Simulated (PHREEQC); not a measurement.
Synthetic water in mmol/kgw, 75 °C, pH 3.47, pe 8.1: Na 11.8; K 0.34; Ca 7.66; Mg 11.1; Cl 19.7; S(6) 15.8; Fe(3) 0.605; Cu(2) 0.104; Cd 0.0057; Mn(2) 0.0128.

Valence states are taken as typed.

Model: ion-association model, wateq4f.dat, run in PHREEQC.

No solid was allowed to form.

Q: What ionic strength, charge-balance error does the model give?

A: ionic strength 0.0543 mol/kgw; charge-balance error 0.4 %.

Q: In which forms is Cd present?

A: Cd+2 41 %, CdCl+ 36 %, CdSO4 19 %, CdCl2 2.2 %, Cd(SO4)2-2 1.3 % of the Cd.

The solution is supersaturated, for example in Jarosite-K, Jarosite-Na, so a real one may precipitate; this is no full list. Species that the database lacks are ignored. Away from 25 °C the constants follow the database's enthalpies or fits; those with neither stay at their 25 °C values.
